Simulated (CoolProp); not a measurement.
A simple Rankine cycle with neopentane: condensing at 304.15 K, boiler at 0.704 MPa, turbine inlet 391.1 K, turbine efficiency 0.6, pump efficiency 0.6, no recuperator. Each further row changes one setting.

Model: reference Helmholtz-energy equation of state, Lemmon 2006, in CoolProp. It is a short technical equation, of lower accuracy than the large ones.

| case | thermal efficiency (%) | net work (kJ/kg) | heat in (kJ/kg) | turbine exit temperature (K) | volume ratio over the turbine |
|---|---|---|---|---|---|
| as stated | 6.2 | 28.2 | 456 | 371.3 | … |
| turbine inlet 411.1 K | 6.0 | … | 501 | 391.9 | … |
| condensing temperature 296.15 K | 7.2 | 34.1 | … | 367.8 | 4.51 |
| boiler pressure 0.493 MPa | … | 20.8 | 462 | 377.8 | … |
| turbine efficiency 0.5 | … | 23.2 | 456 | 373.7 | … |

Complete the blanks.


- as stated, volume ratio over the turbine: 3.51
- turbine inlet 411.1 K, net work (kJ/kg): 30.1
- turbine inlet 411.1 K, volume ratio over the turbine: 3.48
- condensing temperature 296.15 K, heat in (kJ/kg): 474
- boiler pressure 0.493 MPa, thermal efficiency (%): 4.5
- boiler pressure 0.493 MPa, volume ratio over the turbine: 2.41
- turbine efficiency 0.5, thermal efficiency (%): 5.1
- turbine efficiency 0.5, volume ratio over the turbine: 3.54
